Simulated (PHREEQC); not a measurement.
Consider water at 25 °C with 0.064 mol/kgw CuCl2, 0.015 mol/kgw FeCl3 and 6.2e-05 mol/kgw H3BO3. Closed to the air; pH follows from the charge balance.

All values are PHREEQC results (ion-association model, wateq4f.dat), not measurements.

This is a speciation only: nothing precipitates in the calculation.

Estimate the pH.

pH 2.35.

In which forms is Fe present?

FeCl+2 34 %, Fe+3 24 %, Fe2(OH)2+4 17 %, FeOH+2 15 %, FeCl2+ 6.3 %, Fe3(OH)4+5 3.7 % of the Fe.

Saturation is exceeded, for instance for Hematite (slow to form), Goethite (slow to form); the values hold only as long as no solid forms.
